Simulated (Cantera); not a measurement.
A freely propagating, adiabatic, planar premixed flame of 9.50 % CH4, 1.52 % C2H6, 18.7 % O2, 70.3 % N2, equivalence ratio 1.3, unburnt at 698 K and 1.60 bar; mixture-averaged transport, grid criteria slope 0.08 and curve 0.16, no radiation.

Computed with Cantera and GRI-Mech 3.0 (53 species, 325 reactions). Burning velocities carry a grid error of a few per cent, more on coarse grids.

x: mole fraction of selected species; z is measured from the peak of heat release.

```csv
z (mm),T (K),u (m/s),x CH4,x C2H6,x O2,x HCO,x NO2,x H2
-0.665,698,1.33,0.0947,0.0152,0.187,<1e-8,<1e-8,0.00239
-0.444,701,1.34,0.0941,0.0151,0.186,<1e-8,<1e-8,0.00663
-0.333,713,1.37,0.0927,0.0150,0.184,<1e-8,3.66e-8,0.0117
-0.222,794,1.54,0.0870,0.0144,0.176,<1e-8,2.23e-7,0.0211
-0.111,1207,2.40,0.0611,0.00972,0.137,1.98e-6,2.80e-7,0.0360
-0.0554,?,3.24,?,?,?,?,?,0.0436
0,1955,4.01,0.0101,0.000247,0.0456,5.96e-5,1.51e-8,0.0465
0.0554,2131,4.38,0.00138,2.92e-6,0.0178,3.23e-5,<1e-8,0.0436
0.111,2184,4.48,0.000127,2.66e-8,0.00717,6.18e-6,<1e-8,0.0409
0.222,2213,4.53,?,<1e-8,?,?,<1e-8,0.0403
0.444,2242,4.57,<1e-8,<1e-8,0.00153,1.67e-7,<1e-8,0.0409
0.887,2275,4.63,<1e-8,<1e-8,0.000995,1.28e-7,<1e-8,0.0408
1.77,2307,4.68,<1e-8,<1e-8,0.000538,9.06e-8,<1e-8,0.0406
```

**Question.** Complete the blanks.

**Answer.** 
- -0.0554, T (K): 1600
- -0.0554, x CH4: 0.0346
- -0.0554, x C2H6: 0.00372
- -0.0554, x O2: 0.0926
- -0.0554, x HCO: 2.57e-5
- -0.0554, x NO2: 8.63e-8
- 0.222, x CH4: 1.19e-6
- 0.222, x O2: 0.00251
- 0.222, x HCO: 2.81e-7
